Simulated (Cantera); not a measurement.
What does this Cantera script print?

```python
import numpy as np
import cantera as ct

gas_names = [...]  # 96 gases of nasa_gas.yaml made of C, Cl, H, Ti
cond_names = """
    C(gr) C6H6(L) C7H8(L) C8H18(L),n-octa Ti(a) Ti(b) Ti(L) TiC(s) TiC(L) TiCL2(s) TiCL3(s) TiCL4(L)
""".split()


# ... load() reads the species with a 1 bar reference pressure and builds the phases ...
atoms = {
    'TiCl4': {'Ti': 1, 'CL': 4},
    'CH4': {'C': 1, 'H': 4},
}
top_T = {'C(gr)': 4500, 'TiCL2(s)': 1300, 'TiCL3(s)': 1000}  # K; cautious upper limits of use, not melting points


# ... equilibrate(T, P, feed) seeds the gas with the atoms and calls Mixture.equilibrate('TP', solver="vcs", rtol=1e-11, max_steps=5000) ...
results = []
feed = {'TiCl4': 1, 'CH4': 1.9}  # mol
P = 13332.2  # Pa
for T in [1275, 1325, 1375, 1425, 1475, 1525, 1575, 1625, 1675, 1725, 1775, 1825, 1875, 1925]:
    mix = equilibrate(T, P, feed)
    results.append((T, P, feed, dict(zip(mix.species_names, mix.species_moles))))

top = {s: max(r[3][s] / sum(r[3][g] for g in gas_names) for r in results) for s in gas_names}
cols = sorted((s for s in top if top[s] > 0.0001), key=lambda s: -top[s])[:8]
seen = [c for c in cond_names if any(r[3].get(c, 0) > 1e-12 for r in results)]
print("log10 of partial pressures in bar; condensed amounts in mol")
print(f"{'T/K':>10s}" + "".join(f"{s[:9]:>10s}" for s in cols + seen))
for T, P, feed, n in results:
    ng = sum(n[g] for g in gas_names)
    print(f"{T:10.4g}" + "".join(f"{np.log10(max(n[s] / ng * P / 1e5, 1e-99)):10.3f}" for s in cols)
          + "".join(f"{n.get(c, 0):10.4g}" for c in seen))
```

Result:

```
log10 of partial pressures in bar; condensed amounts in mol
       T/K       HCL        H2     TiCL4     TiCL3     TiCL2        CL         H       CH4     C(gr)    TiC(s)
      1275    -1.360    -1.129    -1.940    -2.410    -6.067    -6.999    -6.697    -4.292     1.505     0.393
      1325    -1.314    -1.150    -2.020    -2.352    -5.751    -6.602    -6.362    -4.474     1.458    0.4407
      1375    -1.275    -1.171    -2.108    -2.309    -5.465    -6.237    -6.051    -4.644     1.413    0.4863
      1425    -1.243    -1.190    -2.203    -2.278    -5.206    -5.901    -5.761    -4.804      1.37    0.5291
      1475    -1.216    -1.208    -2.303    -2.259    -4.972    -5.590    -5.491    -4.952     1.331    0.5688
      1525    -1.193    -1.224    -2.409    -2.251    -4.758    -5.303    -5.238    -5.090     1.294    0.6052
      1575    -1.174    -1.239    -2.518    -2.250    -4.564    -5.036    -5.001    -5.218     1.261    0.6382
      1625    -1.159    -1.252    -2.630    -2.257    -4.387    -4.788    -4.777    -5.336     1.232     0.668
      1675    -1.146    -1.263    -2.742    -2.269    -4.224    -4.557    -4.567    -5.446     1.205    0.6946
      1725    -1.135    -1.274    -2.855    -2.285    -4.074    -4.340    -4.368    -5.548     1.181    0.7183
      1775    -1.126    -1.283    -2.967    -2.305    -3.936    -4.137    -4.180    -5.643      1.16    0.7394
      1825    -1.118    -1.291    -3.078    -2.328    -3.809    -3.946    -4.002    -5.731     1.141    0.7581
      1875    -1.112    -1.298    -3.188    -2.353    -3.690    -3.767    -3.832    -5.813     1.124    0.7745
      1925    -1.106    -1.304    -3.296    -2.380    -3.580    -3.598    -3.672    -5.890     1.109    0.7889
```

Method: chemical equilibrium by Gibbs-energy minimisation in Cantera with the NASA 1993 tables (ideal gas, pure condensed phases). The tables' values for TiCl2 are old estimates; treat these amounts as uncertain. TiC: taken at fixed stoichiometry.
